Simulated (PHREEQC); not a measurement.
Make-up at 21 °C: 8.3 mmol/kgw Na2HPO4. Closed to the air; pH follows from the charge balance.

Equilibrium calculation in PHREEQC: ion-association model, phreeqc.dat.

```json
[
 {"quantity": "pH", "before": "9.37", "after": "9.19"},
 {"quantity": "NaHPO4- (mol/kgw)", "before": "0.000145", "after": "7.87e-6"},
 {"quantity": "H2PO4- (mol/kgw)", "before": "3.71e-5", "after": "1.39e-5"},
 {"quantity": "PO4-3 (mol/kgw)", "before": "1.71e-5", "after": "1.55e-6"}
]
```

What was changed between the two runs?
A) 0.00039 mol/kgw HCl added
B) diluted 5-fold with water
C) diluted 10-fold with water
D) temperature from 21 to 20 °C
E) Na2HPO4 from 0.0083 to 0.00415 mol/kgw

B, diluted 5-fold with water

Precipitation was switched off in this run.
